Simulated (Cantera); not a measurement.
An isothermal, constant-pressure homogeneous reactor starts with H2 : O2 = 0.34 : 1 (molar parts), equivalence ratio 0.17, at 1300 K and 0.0132 atm.

Model: the H2/O2 subset of GRI-Mech 3.0, which has no nitrogen chemistry, integrated in Cantera. Radical loss at walls, strong at low pressure, is not modelled. The temperature is held fixed by assumption; the heat of reaction is taken as removed at once.

x: mole fraction; the columns are a selection and need not sum to one.

```csv
t (s),x H2,x O2,x H2O2,x H2O,x OH,x H,x O
0.000700,0.142,0.685,[?],0.0790,0.0154,0.0496,0.0290
0.00147,0.0143,0.604,3.07e-7,0.191,0.0155,0.0857,0.0894
0.00307,0.0133,0.615,3.30e-7,0.202,0.0151,0.0737,0.0804
0.00644,0.0113,0.636,[?],0.223,0.0140,0.0527,0.0637
0.0135,0.00734,0.666,[?],0.252,0.0116,0.0251,0.0385
0.0282,0.00290,0.693,[?],0.277,0.00739,0.00577,0.0144
0.0592,0.000699,0.705,[?],0.287,0.00364,0.000660,0.00341
0.124,0.000149,0.708,[?],0.289,0.00169,6.46e-5,0.000725
0.260,3.68e-5,0.709,[?],0.290,0.000843,8.01e-6,0.000180
0.544,1.10e-5,0.709,[?],0.290,0.000463,1.32e-6,5.43e-5
1.14,3.83e-6,0.709,[?],0.290,0.000274,2.73e-7,1.90e-5
2.39,1.49e-6,0.709,[?],0.290,0.000171,6.66e-8,7.40e-6
5.00,6.49e-7,0.709,[?],0.291,0.000113,1.92e-8,3.23e-6
```

**Question.** Some entries are withheld; supply them.

**Answer.** 
- 0.000700, x H2O2: 3.35e-7
- 0.00644, x H2O2: 3.72e-7
- 0.0135, x H2O2: 4.19e-7
- 0.0282, x H2O2: 3.83e-7
- 0.0592, x H2O2: 2.36e-7
- 0.124, x H2O2: 1.13e-7
- 0.260, x H2O2: 5.18e-8
- 0.544, x H2O2: 2.41e-8
- 1.14, x H2O2: 1.15e-8
- 2.39, x H2O2: 5.62e-9
- 5.00, x H2O2: 2.95e-9
